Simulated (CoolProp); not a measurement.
Vapour-liquid equilibrium of ethylene (1) + carbon dioxide (2) at 1.64 MPa; x and y are mole fractions of (1).

The numbers come from the multi-fluid Helmholtz-energy mixture model, Smukala 2000 and Span 1996; pair parameters Bell 2016 in CoolProp.

Question: Give the bubble temperature and the first vapour's composition at x = 0.05, 0.5, 0.95. Is there an azeotrope?

Answer: x = 0.05: 245.3 K, y = 0.097; x = 0.5: 237.4 K, y = 0.556; x = 0.95: 237.0 K, y = 0.944. y crosses x between x = 0.65 and 0.8: the model has an azeotrope there.

Pair parameters are fitted to limited data, so mixtures are less certain than the pure fluids.
